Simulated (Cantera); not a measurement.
An adiabatic, constant-volume homogeneous reactor starts with CO : H2 : CH4 : O2 : N2 : H2O = 1 : 0.51 : 0.21 : 2.1 : 7.89 : 2.3 (molar parts), equivalence ratio 0.56, at 1025 K and 870000 Pa. Integrator tolerance rtol = 1e-08.

Computed with Cantera and GRI-Mech 3.0 (53 species, 325 reactions).

```csv
quantity,before,after
time of steepest temperature rise,7.93 ms,62.5 µs
temperature at 0.200 s,2302 K,2497 K
equilibrium temperature,2302 K,2497 K
x(CO) at 0.200 s,0.000967 (gas-phase equilibrium 0.000967),0.00320 (gas-phase equilibrium 0.00320)
x(H2) at 0.200 s,0.000461 (gas-phase equilibrium 0.000461),0.00140 (gas-phase equilibrium 0.00140)
x(CH4) at 0.200 s,<1e-12 (gas-phase equilibrium <1e-12),<1e-12 (gas-phase equilibrium <1e-12)
x(CH2) at 0.200 s,<1e-12 (gas-phase equilibrium <1e-12),<1e-12 (gas-phase equilibrium <1e-12)
x(H2O2) at 0.200 s,1.18e-6 (gas-phase equilibrium 1.18e-6),1.65e-6 (gas-phase equilibrium 1.65e-6)
x(NO) at 0.200 s,0.00763 (gas-phase equilibrium 0.00763),0.0109 (gas-phase equilibrium 0.0109)
```

Question: Name the change that produced these shifts.
A) constant pressure in place of constant volume
B) pressure from 870000 Pa to 1000000 Pa
C) pressure from 870000 Pa to 190000 Pa
D) initial temperature 1025 to 1325 K

Answer: D, initial temperature 1025 to 1325 K
